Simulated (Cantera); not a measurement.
# Stirred combustor or abatement burner

A perfectly stirred reactor is fed with CH4 : H2 : O2 : N2 = 1 : 0.61 : 3.25 : 16 (molar parts), equivalence ratio 0.71, at 1.01 bar; it is adiabatic with a 700 K inlet, and is followed from long to short residence time, starting on the burning branch (τ in s: 0.21, 0.085, 0.034, 0.013, 0.0054, 0.0021, 0.00085, 0.00034, 0.00013, 5.3e-05).

Cantera simulation using GRI-Mech 3.0 (53 species, 325 reactions); the numbers are that mechanism's predictions, not measurements.

```json
[
 {"τ (s)": "0.21", "T (K)": "1952", "x CH4": "2.77e-6", "x H2": "0.000208", "x O2": "0.0457", "x NO2": "1.37e-7", "x CO": "0.000388"},
 {"τ (s)": "0.085", "T (K)": "1948", "x CH4": "5.37e-6", "x H2": "0.000312", "x O2": "0.0457", "x NO2": "8.60e-8", "x CO": "0.000598"},
 {"τ (s)": "0.034", "T (K)": "1940", "x CH4": "9.92e-6", "x H2": "0.000514", "x O2": "0.0459", "x NO2": "5.66e-8", "x CO": "0.00100"},
 {"τ (s)": "0.013", "T (K)": "1925", "x CH4": "1.83e-5", "x H2": "0.000899", "x O2": "0.0461", "x NO2": "3.58e-8", "x CO": "0.00176"},
 {"τ (s)": "0.0054", "T (K)": "1904", "x CH4": "3.21e-5", "x H2": "0.00148", "x O2": "0.0466", "x NO2": "2.29e-8", "x CO": "0.00289"},
 {"τ (s)": "0.0021", "T (K)": "1869", "x CH4": "6.02e-5", "x H2": "0.00244", "x O2": "0.0475", "x NO2": "1.44e-8", "x CO": "0.00474"},
 {"τ (s)": "0.00085", "T (K)": "1820", "x CH4": "0.000116", "x H2": "0.00370", "x O2": "0.0490", "x NO2": "9.41e-9", "x CO": "0.00728"},
 {"τ (s)": "0.00034", "T (K)": "1753", "x CH4": "0.000247", "x H2": "0.00528", "x O2": "0.0515", "x NO2": "6.00e-9", "x CO": "0.0110"},
 {"τ (s)": "0.00013", "T (K)": "1662", "x CH4": "0.000665", "x H2": "0.00737", "x O2": "0.0566", "x NO2": "3.23e-9", "x CO": "0.0172"},
 {"τ (s)": "5.3e-5", "T (K)": "700", "x CH4": "0.0479", "x H2": "0.0292", "x O2": "0.156", "x NO2": "<1e-12", "x CO": "<1e-12"}
]
```
x: mole fraction; the columns are a selection and need not sum to one.
